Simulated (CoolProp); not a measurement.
The fluid at 311.38 K and 0.118 MPa is throttled through a valve to 0.0823 MPa with no heat exchange. The same conditions are run with several fluids, on thermodynamics alone (safety and materials aside).

Values from CoolProp's reference Helmholtz-energy equation of state of each fluid (isobutene: Lemmon 2005; R236FA: Pan 2012; R21: Platzer 1990; CH3F (R41): Lemmon 2006; R142b: Lemmon 2006). The equations of Platzer and Polt are older, rougher fits.

```csv
fluid,temperature change (K),final density (kg/m³)
isobutene,-0.8,1.82
R236FA,-0.7,4.96
R21,-1.3,3.35
CH3F (R41),-0.6,1.09
R142b,-0.8,3.26
```
